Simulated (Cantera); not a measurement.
Mixture: CO : H2 : CH4 : O2 : N2 = 1 : 0.4 : 0.12 : 0.427 : 1.41 (molar parts), equivalence ratio 2.2, at 2630 Torr, adiabatic and at constant volume. Ignition delay is the time to a rise of 400 K.

Computed with Cantera and GRI-Mech 3.0 (53 species, 325 reactions).

**Question.** What does this change do: CO 1 to 1.3 parts?

**Answer.** 
```tsv
quantity	before	after
delay at 1300 K	42.2 µs	45.9 µs
delay at 1400 K	22.4 µs	24.4 µs
delay at 1500 K	13.5 µs	14.6 µs
delay at 1600 K	8.86 µs	9.58 µs
delay at 1700 K	6.22 µs	6.72 µs
delay at 1800 K	4.58 µs	4.94 µs
apparent activation energy between 1600 and 1800 K	79 kJ/mol	79 kJ/mol
```
